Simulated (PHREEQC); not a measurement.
PHREEQC input (ion-association model, wateq4f.dat):

```
SOLUTION_MASTER_SPECIES
  An  An-  0  An  62.0  # stands for a non-complexing anion
SOLUTION_SPECIES
  An- = An-
    -log_k 0
    -gamma 3.0 0
PHASES
  Fix_H+
    H+ = H+
    -log_k 0
SOLUTION 1
  temp 25
  units mmol/kgw
  pH 7 charge
  F 0.0045
  Na 50.0045
  An 50
END
SELECTED_OUTPUT 1
  -reset false
  -pH true
  -pe true
  -ionic_strength true
  -water true
  -totals F Na
  -molalities Hfo_wOH Hfo_wOH2+ Hfo_wO- Hfo_sOH Hfo_sOH2+ Hfo_sO- Hfo_wF Hfo_wOHF-
USER_PUNCH 1
  -headings sigma psi
  10 PUNCH EDL("sigma", "Hfo"), EDL("psi", "Hfo")
PRINT
  -reset false
USE solution 1
SURFACE 1
  Hfo_wOH 2.69663e-05 600 0.012
  Hfo_sOH 6.74157e-07
EQUILIBRIUM_PHASES 1
  Fix_H+ -4 HAn 10
    -force_equality true
  O2(g) -0.68 10
END
# ... the last block is repeated for the other 12 points of pH, with NaOH or the acid as the point needs
```

Selected output (columns that matter, 13 of 13 rows; pH added in front):

```
pH	mu	F	Na	m_Hfo_wOH	m_Hfo_wOH2+	m_Hfo_wO-	m_Hfo_sOH	m_Hfo_sOH2+	m_Hfo_sO-	m_Hfo_wF	m_Hfo_wOHF-	sigma	psi
4	0.050132	3.6025e-06	0.050004	5.0719e-06	2.0969e-05	2.8104e-08	1.3116e-07	5.4227e-07	7.268e-10	6.5323e-07	2.443e-07	0.28463	0.15816
4.67	0.050037	3.8501e-06	0.050004	1.0193e-05	1.5975e-05	1.4899e-07	2.6111e-07	4.0923e-07	3.8168e-09	3.2716e-07	3.2276e-07	0.2132	0.14345
5.33	0.050015	4.1449e-06	0.050004	1.4983e-05	1.1168e-05	4.6048e-07	3.7957e-07	2.8292e-07	1.1666e-08	1.1549e-07	2.3957e-07	0.14393	0.1235
6	0.050009	4.3497e-06	0.050004	1.8258e-05	7.5465e-06	1.0119e-06	4.59e-07	1.8972e-07	2.5439e-08	3.1712e-08	1.1863e-07	0.088188	0.099009
6.67	0.050007	4.4485e-06	0.050004	1.9905e-05	5.2955e-06	1.714e-06	4.9858e-07	1.3264e-07	4.2933e-08	7.5667e-09	4.3976e-08	0.048612	0.070695
7.33	0.050005	4.4847e-06	0.050005	2.0527e-05	4.0266e-06	2.3973e-06	5.1347e-07	1.0072e-07	5.9966e-08	1.7214e-09	1.3568e-08	0.022201	0.03948
8	0.050006	4.496e-06	0.050006	2.0694e-05	3.2407e-06	3.0273e-06	5.1743e-07	8.1029e-08	7.5695e-08	3.7197e-10	3.6726e-09	0.0028815	0.0056324
8.67	0.050011	4.499e-06	0.050011	2.0623e-05	2.6129e-06	3.729e-06	5.156e-07	6.5325e-08	9.3229e-08	7.9305e-11	9.6782e-10	-0.015345	-0.028559
9.33	0.050032	4.4997e-06	0.050034	2.0225e-05	1.9602e-06	4.7806e-06	5.0563e-07	4.9005e-08	1.1952e-07	1.7017e-11	2.7148e-10	-0.038748	-0.060718
10	0.05013	4.4999e-06	0.050133	1.907e-05	1.2542e-06	6.6423e-06	4.7674e-07	3.1355e-08	1.6606e-07	3.4299e-12	8.0633e-11	-0.074017	-0.090392
10.67	0.050586	4.5e-06	0.05059	1.6535e-05	6.3964e-07	9.7918e-06	4.1337e-07	1.5991e-08	2.448e-07	6.3527e-13	2.5391e-11	-0.12572	-0.11639
11.33	0.052656	4.5e-06	0.052663	1.2261e-05	2.3803e-07	1.4468e-05	3.0652e-07	5.9508e-09	3.6169e-07	1.0265e-13	8.1746e-12	-0.19547	-0.13772
12	0.062564	4.5e-06	0.062575	6.4269e-06	4.6174e-08	2.0493e-05	1.6067e-07	1.1543e-09	5.1233e-07	1.1304e-14	2.4317e-12	-0.28088	-0.15182
```

Complexes and solids missing from the database can't appear.
